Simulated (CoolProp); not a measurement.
20 sccm (0 °C, 1 atm) of nitrogen bubbles through liquid ethylbenzene at 356.5 K and leaves saturated at a total pressure of 0.15 MPa (ideal gas phase). Each further row changes one setting.

Model: reference Helmholtz-energy equation of state, Zhou 2012, in CoolProp.

```
case                      vapour pressure (kPa)  mole fraction of vapour  delivery (mg/min)  delivery (sccm)  change of delivery for a bath 1 K warmer (%)
------------------------  ---------------------  -----------------------  -----------------  ---------------  --------------------------------------------
as stated                                  19.0                    0.127         (withheld)             2.91                                    (withheld)
bath temperature 361.5 K                   22.9                    0.152               17.0             3.60                                    (withheld)
total pressure 0.3 MPa                     19.0                   0.0635               6.42             1.36                                           4.1
```

Q: Complete the blanks.

A: 
- as stated, delivery (mg/min): 13.8
- as stated, change of delivery for a bath 1 K warmer (%): 4.4
- bath temperature 361.5 K, change of delivery for a bath 1 K warmer (%): 4.3
